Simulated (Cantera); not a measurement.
Input: 1 mol SiH4, 0.024 mol C2H4, 17 mol H2, equilibrated at 1275 °C and 0.00880 bar.

These are equilibrium values from Cantera (NASA tables, ideal gas, pure condensed phases), not measurements of a reactor. Candidate condensed phases: C, C6H6, C7H8, C8H18, Si, SiC; 87 gas species. Mutual solubility and eutectic melting of coexisting phases are not modelled. The numbers say what is thermodynamically allowed, not how fast it happens.

Base state: H2 1.000, H 0.000328 (mole fractions); condensed: Si(s) + SiC(s).

Question: What changes in the equilibrium state with this change: temperature from 1275 °C to 2127 °C?

Answer: 
```
species             before     after
----------------  --------  --------
H2                   1.000     0.803
H                 0.000328     0.152
Si                 3.61e-6    0.0424
SiC2                 <1e-9  0.000382
C2H2 (acetylene)   1.20e-9  0.000262
Si2C               7.92e-9  0.000917
Si2                6.43e-9  0.000166
Si(s), mol           0.952         0
SiC(s), mol         0.0480         0
```
Gases not in the tables: Si2H6 and higher silanes.
